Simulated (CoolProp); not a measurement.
Vapour-liquid equilibrium of propylene (1) + R115 (2) at -85.55 °C; x and y are mole fractions of (1).

Computed with CoolProp (multi-fluid Helmholtz-energy mixture model, Lemmon 2013 and Lemmon 2016; pair parameters Bell 2016).

Question: Give the bubble pressure and the first vapour's composition at x = 0.35, 0.5, 0.65. Is there an azeotrope?

Answer: x = 0.35: 0.01296 MPa, y = 0.609; x = 0.5: 0.01366 MPa, y = 0.664; x = 0.65: 0.01391 MPa, y = 0.700. y crosses x between x = 0.65 and 0.8: the model has an azeotrope there.

Pair parameters are fitted to limited data, so mixtures are less certain than the pure fluids.
